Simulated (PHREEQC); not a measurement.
A solution holds 0.0038 mol TMAH per kg of water, at 25 °C. Closed to the air; pH follows from the charge balance.

The numbers come from PHREEQC with the ion-association model, phreeqc.dat.

This is a speciation only: nothing precipitates in the calculation.

Q: What pH does the model give?

A: pH 11.54.

Complexes and solids missing from the database can't appear. (CH3)4N+ isn't in the database: it is added as a free cation with an ion size of 4 Å.
